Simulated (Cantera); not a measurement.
Cantera run, input and output.

```python
import numpy as np
import cantera as ct

gas = ct.Solution("gri30.yaml")
gas.TPX = 1150, 101325, {'N2O': 1, 'O2': 0.26}
reactor = ct.IdealGasConstPressureReactor(gas, energy="off", clone=False)
net = ct.ReactorNet([reactor])
net.rtol, net.atol = 1e-08, 1e-18
show = ['N2O', 'O2', 'N2', 'O', 'NO2', 'NO']
times = np.geomspace(0.0004, 3, 11)

steps = ct.SolutionArray(gas, extra=["t"])
rows = []
print(f"{'t/s':>10s}{'T/K':>9s}{'P/Pa':>11s}" + "".join(f"{s:>11s}" for s in show))
for t in times:
    while net.time < t:
        t_next = net.step()
        steps.append(gas.state, t=t_next)
    rows.append([np.interp(t, steps.t, y) for y in (steps.T, steps.P, *steps(*show).X.T)])
    print(f"{t:10.3e}{rows[-1][0]:9.1f}{rows[-1][1]:11.4g}" + "".join(f"{x:11.3e}" for x in rows[-1][2:]))
rate = np.gradient(steps.T, steps.t)
print("integrator steps:", len(steps.t))
if steps.T.max() > steps.T[0] + 200:
    print(f"time of steepest temperature rise: {steps.t[rate.argmax()]:.4e} s")
gas.TPX = 1150, 101325, {'N2O': 1, 'O2': 0.26}
gas.equilibrate("TP")
print(f"equilibrium (TP): T = {gas.T:.1f} K  " + "  ".join(f"{s} {gas[s].X[0]:.3e}" for s in show))
```

Result:

```
       t/s      T/K       P/Pa        N2O         O2         N2          O        NO2         NO
 4.000e-04   1150.0  1.013e+05  7.936e-01  2.064e-01  6.565e-05  7.625e-07  5.006e-10  5.800e-06
 9.763e-04   1150.0  1.013e+05  7.934e-01  2.064e-01  1.612e-04  7.625e-07  3.054e-09  1.434e-05
 2.383e-03   1150.0  1.013e+05  7.931e-01  2.065e-01  3.943e-04  7.624e-07  1.805e-08  3.516e-05
 5.815e-03   1150.0  1.013e+05  7.922e-01  2.067e-01  9.627e-04  7.622e-07  1.037e-07  8.588e-05
 1.419e-02   1150.0  1.013e+05  7.902e-01  2.072e-01  2.346e-03  7.616e-07  5.608e-07  2.091e-04
 3.464e-02   1150.0  1.013e+05  7.853e-01  2.085e-01  5.702e-03  7.598e-07  2.694e-06  5.065e-04
 8.455e-02   1150.0  1.013e+05  7.736e-01  2.114e-01  1.376e-02  7.546e-07  1.045e-05  1.217e-03
 2.063e-01   1150.0  1.013e+05  7.460e-01  2.184e-01  3.269e-02  7.413e-07  3.125e-05  2.871e-03
 5.036e-01   1150.0  1.013e+05  6.845e-01  2.340e-01  7.485e-02  7.101e-07  7.745e-05  6.495e-03
 1.229e+00   1150.0  1.013e+05  5.629e-01  2.651e-01  1.585e-01  6.416e-07  1.658e-04  1.340e-02
 3.000e+00   1150.0  1.013e+05  3.714e-01  3.145e-01  2.906e-01  5.086e-07  2.935e-04  2.326e-02
integrator steps: 615
equilibrium (TP): T = 1150.0 K  N2O 9.945e-09  O2 4.317e-01  N2 5.681e-01  O 5.461e-09  NO2 5.022e-06  NO 1.607e-04
```

Cantera simulation using GRI-Mech 3.0 (53 species, 325 reactions); the numbers are that mechanism's predictions, not measurements. GRI-Mech 3.0 was tuned for natural gas; its chemistry of N2O as a main component is partial and can be far from experiment. The mechanism lacks the step 2 NO + O2 → 2 NO2, which can matter for NO2 below about 1400 K. The temperature is held fixed by assumption; the heat of reaction is taken as removed at once.
